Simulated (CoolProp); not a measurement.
Vapour-liquid equilibrium of CH2F2 (R32) (1) + R123 (2) at 246.3 K; x and y are mole fractions of (1).

Values from CoolProp's multi-fluid Helmholtz-energy mixture model, Tillner-Roth 1997 and Younglove 1994; pair parameters Bell 2016.

| x | bubble pressure (MPa) | y at the bubble point | dew pressure at overall composition x (MPa) | liquid density (mol/L) |
|---|---|---|---|---|
| 0.05 | 0.03221 | 0.755 | 0.008562 | 10.70 |
| 0.15 | 0.07759 | 0.906 | 0.009559 | 11.35 |
| 0.25 | 0.1174 | 0.942 | 0.01082 | 12.07 |
| 0.35 | 0.1509 | 0.959 | 0.01246 | 12.88 |
| 0.45 | 0.1788 | 0.968 | 0.01468 | 13.78 |
| 0.55 | 0.2028 | 0.975 | 0.01787 | 14.81 |
| 0.65 | 0.2245 | 0.980 | 0.02282 | 15.98 |
| 0.75 | 0.2460 | 0.985 | 0.03154 | 17.34 |
| 0.85 | 0.2691 | 0.990 | 0.05102 | 18.94 |
| 0.95 | 0.2957 | 0.997 | 0.1308 | 20.84 |

No azeotrope shows between x = 0.05 and 0.95.

Pair parameters are fitted to limited data, so mixtures are less certain than the pure fluids.
